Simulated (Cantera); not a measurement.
Cantera run:

```python
import numpy as np
import cantera as ct

gas_names = """
    H HO2 H2 H2O H2O2 Hg O OH O2 O3
""".split()
cond_names = """
    H2O(s) H2O(L) Hg(cr) Hg(L) HgO(s)
""".split()


# ... load() reads the species with a 1 bar reference pressure and builds the phases ...
atoms = {
    'HgO': {'Hg': 1, 'O': 1},
    'H2': {'H': 2},
}
top_T = {}  # K; cautious upper limits of use, not melting points


# ... equilibrate(T, P, feed) seeds the gas with the atoms and calls Mixture.equilibrate('TP', solver="vcs", rtol=1e-11, max_steps=5000) ...
results = []
feed = {'HgO': 1, 'H2': 37}  # mol
T = 1250  # K
P = 520  # Pa
mix = equilibrate(T, P, feed)
results.append((T, P, feed, dict(zip(mix.species_names, mix.species_moles))))
x = sorted(zip(gas.X, gas.species_names), reverse=True)
print(f"T = {T:g} K  P = {P:g} Pa  gas = {mix.phase_moles(0):.4g} mol")
print("   x: " + "  ".join(f"{s} {v:.3e}" for v, s in x if v > 1e-06))
print("   condensed (mol): " + ("  ".join(f"{mix.phase(i).name} {mix.phase_moles(i):.4g}"
      for i in range(1, mix.n_phases) if mix.phase_moles(i) > 1e-12) or "none"))
```

It prints:

```
T = 1250 K  P = 520 Pa  gas = 38 mol
   x: H2 9.474e-01  Hg 2.632e-02  H2O 2.632e-02  H 6.525e-06
   condensed (mol): none
```

Cantera equilibrium calculation (NASA polynomials, part measured and part estimated; ideal gas, pure solids and liquids).
